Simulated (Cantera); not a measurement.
Input: 1 mol NiS, a varied amount of H2, 0.6 mol N2, equilibrated at 1175 K and 4.30 mbar.

Equilibrium computed with Cantera from the NASA thermochemical tables; the gas is ideal and each condensed phase is pure. Candidate condensed phases: Ni, NiS, NiS2, Ni3S2, Ni3S4, S; 17 gas species. Metal and sulfide melt together well below either melting point, which pure phases cannot show. Mutual solubility and eutectic melting of coexisting phases are not modelled. Equilibrium is a limit: real reactors are often held back by kinetics, nucleation or transport.

**Question.** Which condensed phases are stable at each of these points (n(H2) (mol)): 72, 85, 100, 120, 140, 170, 200, 240, 280, 330, 400?

**Answer.** 
```json
[
 {"n(H2) (mol)": "72", "condensed phases": "Ni(s) + Ni3S2(l)", "Ni condensed (%)": "100.0"},
 {"n(H2) (mol)": "85", "condensed phases": "Ni(s) + Ni3S2(l)", "Ni condensed (%)": "100.0"},
 {"n(H2) (mol)": "100", "condensed phases": "Ni(s) + Ni3S2(l)", "Ni condensed (%)": "100.0"},
 {"n(H2) (mol)": "120", "condensed phases": "Ni(s) + Ni3S2(l)", "Ni condensed (%)": "100.0"},
 {"n(H2) (mol)": "140", "condensed phases": "Ni(s) + Ni3S2(l)", "Ni condensed (%)": "100.0"},
 {"n(H2) (mol)": "170", "condensed phases": "Ni(s)", "Ni condensed (%)": "100.0"},
 {"n(H2) (mol)": "200", "condensed phases": "Ni(s)", "Ni condensed (%)": "100.0"},
 {"n(H2) (mol)": "240", "condensed phases": "Ni(s)", "Ni condensed (%)": "100.0"},
 {"n(H2) (mol)": "280", "condensed phases": "Ni(s)", "Ni condensed (%)": "100.0"},
 {"n(H2) (mol)": "330", "condensed phases": "Ni(s)", "Ni condensed (%)": "100.0"},
 {"n(H2) (mol)": "400", "condensed phases": "Ni(s)", "Ni condensed (%)": "100.0"}
]
```

From 72 mol H2 to 140 mol H2 the condensed part is Ni(s) + Ni3S2(l). From 170 mol H2 to 400 mol H2 the condensed part is Ni(s).
